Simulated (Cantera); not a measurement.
Cantera run:

```python
import numpy as np
import cantera as ct

gas_names = [...]  # 151 gases of nasa_gas.yaml made of C, H, N, O, Si
cond_names = """
    C(gr) C6H6(L) C7H8(L) C8H18(L),n-octa H2O(s) H2O(L) Si(cr) Si(L) SiC(b) SiO2(Lqz) SiO2(hqz) SiO2(L)
    Si2N2O(s) Si3N4(a)
""".split()


# ... load() reads the species with a 1 bar reference pressure and builds the phases ...
atoms = {
    'SiC': {'Si': 1, 'C': 1},
    'H2O': {'H': 2, 'O': 1},
    'N2': {'N': 2},
}
top_T = {'C(gr)': 4500, 'SiC(b)': 3050, 'Si2N2O(s)': 2100, 'Si3N4(a)': 2400}  # K; cautious upper limits of use, not melting points


# ... equilibrate(T, P, feed) seeds the gas with the atoms and calls Mixture.equilibrate('TP', solver="vcs", rtol=1e-11, max_steps=5000) ...
results = []
T = 1325  # K
P = 39  # Pa
for m in [36, 48, 63, 84, 110, 150, 190, 250, 340, 440, 580, 770]:
    feed = {'SiC': 1, 'H2O': 3.9, 'N2': m}  # mol
    mix = equilibrate(T, P, feed)
    results.append((T, P, feed, dict(zip(mix.species_names, mix.species_moles))))
    x = sorted(zip(gas.X, gas.species_names), reverse=True)
    print(f"T = {T:g} K  P = {P:g} Pa  n(N2) = {m:g} mol  gas = {mix.phase_moles(0):.4g} mol")
    print("   x: " + "  ".join(f"{s} {v:.3e}" for v, s in x if v > 1e-06))
    print("   condensed (mol): " + ("  ".join(f"{mix.phase(i).name} {mix.phase_moles(i):.4g}"
          for i in range(1, mix.n_phases) if mix.phase_moles(i) > 1e-12) or "none"))
```

Result:

```
T = 1325 K  P = 39 Pa  n(N2) = 36 mol  gas = 40.9 mol
   x: N2 8.802e-01  H2 7.624e-02  CO 2.155e-02  H2O 1.911e-02  CO2 2.899e-03  H 2.286e-05
   condensed (mol): SiO2(hqz) 1
T = 1325 K  P = 39 Pa  n(N2) = 48 mol  gas = 52.9 mol
   x: N2 9.074e-01  H2 5.894e-02  CO 1.666e-02  H2O 1.477e-02  CO2 2.241e-03  H 2.010e-05
   condensed (mol): SiO2(hqz) 1
T = 1325 K  P = 39 Pa  n(N2) = 63 mol  gas = 67.9 mol
   x: N2 9.278e-01  H2 4.592e-02  CO 1.298e-02  H2O 1.151e-02  CO2 1.746e-03  H 1.774e-05
   condensed (mol): SiO2(hqz) 1
T = 1325 K  P = 39 Pa  n(N2) = 84 mol  gas = 88.9 mol
   x: N2 9.449e-01  H2 3.507e-02  CO 9.915e-03  H2O 8.790e-03  CO2 1.334e-03  H 1.551e-05
   condensed (mol): SiO2(hqz) 1
T = 1325 K  P = 39 Pa  n(N2) = 110 mol  gas = 114.9 mol
   x: N2 9.573e-01  H2 2.713e-02  CO 7.671e-03  H2O 6.801e-03  CO2 1.032e-03  H 1.364e-05
   condensed (mol): SiO2(hqz) 1
T = 1325 K  P = 39 Pa  n(N2) = 150 mol  gas = 154.9 mol
   x: N2 9.684e-01  H2 2.013e-02  CO 5.690e-03  H2O 5.045e-03  CO2 7.654e-04  H 1.175e-05
   condensed (mol): SiO2(hqz) 1
T = 1325 K  P = 39 Pa  n(N2) = 190 mol  gas = 194.9 mol
   x: N2 9.749e-01  H2 1.600e-02  CO 4.522e-03  H2O 4.009e-03  CO2 6.083e-04  H 1.047e-05
   condensed (mol): SiO2(hqz) 1
T = 1325 K  P = 39 Pa  n(N2) = 250 mol  gas = 254.9 mol
   x: N2 9.808e-01  H2 1.223e-02  CO 3.458e-03  H2O 3.066e-03  CO2 4.652e-04  H 9.158e-06
   condensed (mol): SiO2(hqz) 1
T = 1325 K  P = 39 Pa  n(N2) = 340 mol  gas = 344.9 mol
   x: N2 9.858e-01  H2 9.038e-03  CO 2.556e-03  H2O 2.266e-03  CO2 3.438e-04  H 7.873e-06
   condensed (mol): SiO2(hqz) 1
T = 1325 K  P = 39 Pa  n(N2) = 440 mol  gas = 444.9 mol
   x: N2 9.890e-01  H2 7.006e-03  CO 1.981e-03  H2O 1.756e-03  CO2 2.665e-04  H 6.931e-06
   condensed (mol): SiO2(hqz) 1
T = 1325 K  P = 39 Pa  n(N2) = 580 mol  gas = 584.9 mol
   x: N2 9.916e-01  H2 5.329e-03  CO 1.507e-03  H2O 1.336e-03  CO2 2.028e-04  H 6.045e-06
   condensed (mol): SiO2(hqz) 1
T = 1325 K  P = 39 Pa  n(N2) = 770 mol  gas = 774.9 mol
   x: N2 9.937e-01  H2 4.022e-03  CO 1.137e-03  H2O 1.008e-03  CO2 1.531e-04  H 5.252e-06
   condensed (mol): SiO2(hqz) 1
```

Cantera equilibrium calculation (NASA polynomials, part measured and part estimated; ideal gas, pure solids and liquids). The tables hold silica as quartz up to 1696 K and as liquid above; real silica turns to tridymite and cristobalite and melts near 1996 K.
